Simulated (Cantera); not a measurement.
A closed system holds: 1 mol H2O, 0.02 mol O2, 0.76 mol N2, at 0.00700 bar.

Cantera equilibrium calculation (NASA polynomials, part measured and part estimated; ideal gas, pure solids and liquids). Candidate condensed phases: H2O; 47 gas species. Ions and electrons are included (thermal ionisation). Kinetics and transport are ignored. All values below are at 5000 K.

Base state: H 0.491, O 0.254, N 0.136, N2 0.118, NO 0.000517, e- 9.24e-5, NO+ 7.84e-5, H2 4.07e-5 (mole fractions); condensed: gas only.

Task: What changes in the equilibrium state with this change: H2O replaced by HF?

Result: 
```
species    before     after
-------  --------  --------
F               0     0.328
H           0.491     0.328
N2          0.118     0.168
O           0.254    0.0131
N           0.136     0.163
HF              0  0.000328
OH        3.94e-5   1.35e-6
NO       0.000517   3.17e-5
```
